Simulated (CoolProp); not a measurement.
A single-stage vapour-compression cycle with R152A: evaporating at 283.15 K (dew point), condensing at 346.15 K (bubble point), superheat 5 K, subcooling 5 K, compressor efficiency 0.6, no pressure losses. Each further row changes one setting.

Model: reference Helmholtz-energy equation of state, Outcalt 1996, in CoolProp. It is a modified Benedict-Webb-Rubin equation, recast in Helmholtz form.

| case | cooling COP | pressure ratio | discharge temperature (K) | refrigerating effect (kJ/kg) | volumetric capacity (kJ/m³) |
|---|---|---|---|---|---|
| as stated | 1.98 | 5.41 | 391.9 | 193 | 2190 |
| evaporating temperature 288.15 K | 2.25 | 4.60 | 387.6 | 196 | 2610 |
| condensing temperature 341.15 K | 2.24 | [?] | [?] | 203 | 2310 |
| subcooling 10 K | 2.09 | 5.41 | 391.9 | 203 | 2310 |
| superheat 15 K | [?] | 5.41 | 403.0 | [?] | 2210 |
| compressor efficiency 0.5 | 1.65 | 5.41 | 404.9 | 193 | 2190 |

Task: Fill in the missing entries.

Result: 
- condensing temperature 341.15 K, pressure ratio: 4.84
- condensing temperature 341.15 K, discharge temperature (K): 384.8
- superheat 15 K, cooling COP: 2.00
- superheat 15 K, refrigerating effect (kJ/kg): 204
